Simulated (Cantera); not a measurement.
Mixture: H2 : O2 : N2 = 1 : 0.357 : 1.34 (molar parts), equivalence ratio 1.4, at 101000 Pa, adiabatic and at constant volume. Ignition delay is the time to a rise of 400 K.

Model: the H2/O2 subset of GRI-Mech 3.0, which has no nitrogen chemistry, integrated in Cantera. Where the delays flatten at high temperature, the 400 K rule measures the pace of heat release, not the induction time.

**Question.** What does this change do: constant pressure in place of constant volume?

**Answer.** 
```json
[
 {"quantity": "delay at 1175 K", "before": "52.7 µs", "after": "55.3 µs"},
 {"quantity": "delay at 1275 K", "before": "31.4 µs", "after": "33.6 µs"},
 {"quantity": "delay at 1375 K", "before": "21.3 µs", "after": "23.5 µs"},
 {"quantity": "delay at 1475 K", "before": "15.9 µs", "after": "18.5 µs"},
 {"quantity": "delay at 1575 K", "before": "13.0 µs", "after": "16.0 µs"},
 {"quantity": "delay at 1675 K", "before": "11.5 µs", "after": "14.9 µs"}
]
```

**Question.** What does this change do: pressure from 101000 Pa to 770000 Pa?

**Answer.** 
```tsv
quantity	before	after
delay at 1175 K	52.7 µs	75.2 µs
delay at 1275 K	31.4 µs	6.69 µs
delay at 1375 K	21.3 µs	3.14 µs
delay at 1475 K	15.9 µs	1.97 µs
delay at 1575 K	13.0 µs	1.39 µs
delay at 1675 K	11.5 µs	1.06 µs
```
The hydrogen kinetics of GRI-Mech 3.0 are dated; newer H2 mechanisms differ, most at raised pressure.
